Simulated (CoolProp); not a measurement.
Vapour-liquid equilibrium of n-pentane (1) + acetone (2) at 37.05 °C; x and y are mole fractions of (1).

Values from CoolProp's multi-fluid Helmholtz-energy mixture model, Thol 2019 and Lemmon 2006; pair parameters Bell 2016.

| x | bubble pressure, mixture model (MPa) | bubble pressure, Raoult's law (MPa) | y, mixture model | y, Raoult's law |
|---|---|---|---|---|
| 0.05 | 0.06900 | 0.05317 | … | 0.099 |
| 0.125 | 0.08797 | 0.05725 | 0.476 | 0.229 |
| 0.2 | 0.09968 | 0.06132 | 0.559 | 0.342 |
| 0.275 | … | 0.06540 | 0.605 | 0.441 |
| 0.35 | 0.1112 | 0.06947 | 0.634 | 0.528 |
| 0.425 | 0.1140 | 0.07355 | 0.655 | 0.606 |
| 0.5 | 0.1158 | 0.07763 | 0.671 | 0.675 |
| 0.575 | 0.1171 | 0.08170 | 0.687 | 0.738 |
| 0.65 | 0.1179 | 0.08578 | 0.706 | 0.794 |
| 0.725 | … | 0.08985 | 0.729 | 0.846 |
| 0.8 | 0.1179 | 0.09393 | 0.763 | 0.893 |
| 0.875 | 0.1159 | 0.09800 | 0.816 | 0.936 |
| 0.95 | 0.1109 | 0.1021 | 0.904 | 0.975 |

What belongs in the gaps?


- 0.05, y, mixture model: 0.295
- 0.275, bubble pressure, mixture model (MPa): 0.1068
- 0.725, bubble pressure, mixture model (MPa): 0.1184

The largest gap from Raoult's law is +63.3 % in bubble pressure, at x = 0.275. y crosses x between x = 0.725 and 0.8: the model has an azeotrope there.

Pair parameters are fitted to limited data, so mixtures are less certain than the pure fluids. With so large a gap from Raoult's law the liquid may split in two, which this calculation doesn't test in full.
